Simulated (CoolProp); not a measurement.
The numbers come from the reference Helmholtz-energy equation of state, Lemmon 2004 in CoolProp. It is a short technical equation, of lower accuracy than the large ones.

Give the vapour pressure (bar), liquid cp (kJ/(kg K)), liquid conductivity (mW/(m K)) of saturated n-dodecane at 183.55, 193.05 °C.


```
T (°C)  p (bar)  liquid cp (kJ/(kg K))  liquid conductivity (mW/(m K))
------  -------  ---------------------  ------------------------------
183.55    0.433                   2.83                             101
193.05    0.563                   2.87                            99.6
```

Thermal conductivity comes from a separate model (Huber 2004).
